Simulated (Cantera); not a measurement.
A perfectly stirred reactor is fed with N2O : H2O = 1 : 0.023 (molar parts), at 0.00810 bar; it is held at 1223 K, and followed from long to short residence time.

Model: GRI-Mech 3.0 (53 species, 325 reactions), integrated in Cantera. GRI-Mech 3.0 was tuned for natural gas; its chemistry of N2O as a main component is partial and can be far from experiment. Radical loss at walls, strong at low pressure, is not modelled. The mechanism lacks the step 2 NO + O2 → 2 NO2, which can matter for NO2 below about 1400 K. The temperature is held fixed by assumption; the heat of reaction is taken as removed at once.

**Question.** What does this change do: temperature 1223 to 1075 K?

**Answer.** 
```tsv
quantity	before	after
x(N2O) at τ = 8.60 s	0.881	0.973
x(H2O) at τ = 8.60 s	0.0217	0.0224
x(OH) at τ = 8.60 s	1.88e-5	1.76e-6
x(NO) at τ = 8.60 s	0.00610	0.000122
x(H2O2) at τ = 8.60 s	2.17e-9	1.08e-8
x(N2O) at τ = 61.0 ms	0.977	0.977
x(H2O) at τ = 61.0 ms	0.0225	0.0225
x(OH) at τ = 61.0 ms	4.96e-6	2.15e-7
x(NO) at τ = 61.0 ms	5.39e-5	1.36e-6
x(H2O2) at τ = 61.0 ms	2.89e-8	1.11e-10
```

**Question.** What does this change do: temperature 1223 to 1175 K?

**Answer.** 
```tsv
quantity	before	after
x(N2O) at τ = 8.60 s	0.881	0.936
x(H2O) at τ = 8.60 s	0.0217	0.0222
x(OH) at τ = 8.60 s	1.88e-5	1.00e-5
x(NO) at τ = 8.60 s	0.00610	0.00205
x(H2O2) at τ = 8.60 s	2.17e-9	3.85e-9
x(N2O) at τ = 61.0 ms	0.977	0.977
x(H2O) at τ = 61.0 ms	0.0225	0.0225
x(OH) at τ = 61.0 ms	4.96e-6	1.99e-6
x(NO) at τ = 61.0 ms	5.39e-5	1.84e-5
x(H2O2) at τ = 61.0 ms	2.89e-8	9.63e-9
```
